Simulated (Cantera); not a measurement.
Input: 1 mol Mg(OH)2, 3.4 mol CO2, equilibrated at 750 Torr.

Cantera equilibrium calculation (NASA polynomials, part measured and part estimated; ideal gas, pure solids and liquids). Candidate condensed phases: C, C6H6, C7H8, C8H18, H2O, Mg, MgCO3, MgO, Mg(OH)2; 116 gas species. The numbers say what is thermodynamically allowed, not how fast it happens.

Task: Which condensed phases are stable at each of these points (T (K)): 550, 575, 600, 625, 650, 675, 700, 725, 750, 775, 800, 825, 850?

Result: 
| T (K) | condensed phases | Mg condensed (%) |
|---|---|---|
| 550 | MgCO3(s) | 100.0 |
| 575 | MgCO3(s) | 100.0 |
| 600 | MgCO3(s) | 100.0 |
| 625 | MgCO3(s) | 100.0 |
| 650 | MgCO3(s) | 100.0 |
| 675 | MgO(s) | 100.0 |
| 700 | MgO(s) | 100.0 |
| 725 | MgO(s) | 100.0 |
| 750 | MgO(s) | 100.0 |
| 775 | MgO(s) | 100.0 |
| 800 | MgO(s) | 100.0 |
| 825 | MgO(s) | 100.0 |
| 850 | MgO(s) | 100.0 |

From 550 K to 650 K the condensed part is MgCO3(s). From 675 K to 850 K the condensed part is MgO(s).
